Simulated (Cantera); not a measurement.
An isothermal, constant-pressure homogeneous reactor starts with NH3 : N2 = 4.7 : 0.53 (molar parts), at 1725 K and 0.0118 atm.

Computed with Cantera and the gas-phase N/H chemistry of the illustrative SiF4/NH3 mechanism in the Surface Chemkin manual (1991). Walls and surfaces, which speed up NH3 decomposition in real reactors, are not modelled.

x: mole fraction; the columns are a selection and need not sum to one.

```
t (s)     x NH3    x N2H2      x H2     x NH2       x N
--------  -----  --------  --------  --------  --------
7.00e-6   0.899    <1e-12   8.60e-9         …    <1e-12
2.11e-5   0.899    <1e-12   4.93e-8         …    <1e-12
6.38e-5   0.899    <1e-12   1.97e-7         …    <1e-12
0.000192  0.899  4.22e-12   6.47e-7         …    <1e-12
0.000581  0.899  1.02e-10   2.01e-6         …    <1e-12
0.00175   0.899   1.87e-9   6.12e-6         …    <1e-12
0.00529   0.899   2.46e-8   1.88e-5         …  6.49e-12
0.0160    0.898   2.70e-7   6.50e-5         …  7.86e-11
0.0482    0.898   2.34e-6  0.000431         …  7.35e-10
0.145     0.893   5.60e-6   0.00380  0.000471   5.58e-9
0.439     0.878   5.53e-6    0.0159  0.000458   2.05e-8
1.33      0.834   5.04e-6    0.0507  0.000423   5.91e-8
4.00      0.720   3.85e-6     0.141         …   1.17e-7
```

Question: Fill in the missing entries.

Answer: 
- 7.00e-6, x NH2: 3.31e-8
- 2.11e-5, x NH2: 1.23e-7
- 6.38e-5, x NH2: 4.20e-7
- 0.000192, x NH2: 1.32e-6
- 0.000581, x NH2: 4.04e-6
- 0.00175, x NH2: 1.22e-5
- 0.00529, x NH2: 3.69e-5
- 0.0160, x NH2: 0.000111
- 0.0482, x NH2: 0.000309
- 4.00, x NH2: 0.000366
